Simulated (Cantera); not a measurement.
A closed system holds: 1 mol trisilylamine, a varied amount of N₂, 0.21 mol NH₃, held at 1400 K and 10000 Pa.

Equilibrium computed with Cantera from the NASA thermochemical tables; the gas is ideal and each condensed phase is pure. Candidate condensed phases: Si, Si₃N₄; 18 gas species. The feed counts by its element totals alone. Kinetics and transport are ignored.

Problem. At 3.2 mol N₂, list the 3 most abundant gas species with their mole fractions, and the condensed phases.

Solution. H₂ 0.727, N₂ 0.273, H 1.31e-5. Condensed: Si₃N₄(s).
